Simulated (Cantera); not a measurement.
An adiabatic, constant-volume homogeneous reactor starts with CO : H₂ : CH₄ : O₂ : N₂ : H₂O = 1 : 0.074 : 0.055 : 0.647 : 2.43 : 0.49 (molar parts), at 1800 K and 760 Torr. Integrator tolerance rtol = 1e-08.

Computed with Cantera and GRI-Mech 3.0 (53 species, 325 reactions).

Task: What does this change do: CO 1 to 1.6 parts?

Result: 
| quantity | before | after |
|---|---|---|
| time of steepest temperature rise | 22.1 µs | 21.9 µs |
| temperature at 1.00 s | 2834 K | 2889 K |
| equilibrium temperature | 2834 K | 2889 K |
| x(CO) at 1.00 s | 0.0981 (gas-phase equilibrium 0.0981) | 0.176 (gas-phase equilibrium 0.176) |
| x(H₂) at 1.00 s | 0.0124 (gas-phase equilibrium 0.0124) | 0.0162 (gas-phase equilibrium 0.0162) |
| x(CH₄) at 1.00 s | <1e-12 (gas-phase equilibrium <1e-12) | <1e-12 (gas-phase equilibrium <1e-12) |
| x(CH₃) at 1.00 s | <1e-12 (gas-phase equilibrium <1e-12) | <1e-12 (gas-phase equilibrium <1e-12) |
| x(NO) at 1.00 s | 0.0138 (gas-phase equilibrium 0.0138) | 0.0109 (gas-phase equilibrium 0.0109) |
| x(C₂H) at 1.00 s | <1e-12 (gas-phase equilibrium <1e-12) | <1e-12 (gas-phase equilibrium <1e-12) |
